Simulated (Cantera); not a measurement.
Cantera run, input and output.

```python
import numpy as np
import cantera as ct

gas = ct.Solution("gri30.yaml")
gas.TPX = 1000, 1000000, {'CH3OH': 1, 'O2': 1, 'N2': 3.76}
reactor = ct.IdealGasConstPressureReactor(gas, energy="on", clone=False)
net = ct.ReactorNet([reactor])
net.rtol, net.atol = 1e-08, 1e-16
show = ['CH3OH', 'O2', 'O', 'H2O', 'N2O']
times = np.geomspace(2e-06, 7, 10)

steps = ct.SolutionArray(gas, extra=["t"])
rows = []
print(f"{'t/s':>10s}{'T/K':>9s}{'P/Pa':>11s}" + "".join(f"{s:>11s}" for s in show))
for t in times:
    while net.time < t:
        t_next = net.step()
        steps.append(gas.state, t=t_next)
    rows.append([np.interp(t, steps.t, y) for y in (steps.T, steps.P, *steps(*show).X.T)])
    print(f"{t:10.3e}{rows[-1][0]:9.1f}{rows[-1][1]:11.4g}" + "".join(f"{x:11.3e}" for x in rows[-1][2:]))
rate = np.gradient(steps.T, steps.t)
print("integrator steps:", len(steps.t))
if steps.T.max() > steps.T[0] + 200:
    print(f"time of steepest temperature rise: {steps.t[rate.argmax()]:.4e} s")
gas.TPX = 1000, 1000000, {'CH3OH': 1, 'O2': 1, 'N2': 3.76}
gas.equilibrate("HP")
print(f"equilibrium (HP): T = {gas.T:.1f} K  " + "  ".join(f"{s} {gas[s].X[0]:.3e}" for s in show))
```

Result:

```
       t/s      T/K       P/Pa      CH3OH         O2          O        H2O        N2O
 2.000e-06   1000.0      1e+06  1.736e-01  1.736e-01  1.875e-14  5.755e-11  4.776e-19
 1.067e-05   1000.0      1e+06  1.736e-01  1.736e-01  1.903e-14  3.087e-10  5.028e-18
 5.692e-05   1000.0      1e+06  1.736e-01  1.736e-01  1.911e-14  1.651e-09  1.058e-16
 3.037e-04   1000.0      1e+06  1.736e-01  1.736e-01  1.914e-14  8.813e-09  2.866e-15
 1.620e-03   1000.0      1e+06  1.736e-01  1.736e-01  1.935e-14  4.720e-08  8.073e-14
 8.642e-03   1000.0      1e+06  1.736e-01  1.736e-01  2.192e-14  3.130e-07  2.226e-12
 4.610e-02   1000.1      1e+06  1.736e-01  1.736e-01  1.785e-13  2.079e-05  7.213e-11
 2.460e-01   2479.5      1e+06  5.076e-13  4.716e-05  2.858e-05  2.351e-01  4.122e-08
 1.312e+00   2479.5      1e+06  5.076e-13  4.716e-05  2.858e-05  2.351e-01  4.122e-08
 7.000e+00   2479.5      1e+06  5.076e-13  4.716e-05  2.858e-05  2.351e-01  4.122e-08
integrator steps: 2696
time of steepest temperature rise: 7.8732e-02 s
equilibrium (HP): T = 2479.5 K  CH3OH 5.224e-13  O2 4.716e-05  O 2.858e-05  H2O 2.351e-01  N2O 4.122e-08
```

Computed with Cantera and GRI-Mech 3.0 (53 species, 325 reactions). GRI-Mech 3.0 was tuned for natural gas; its chemistry of methanol as a main component is partial and can be far from experiment.
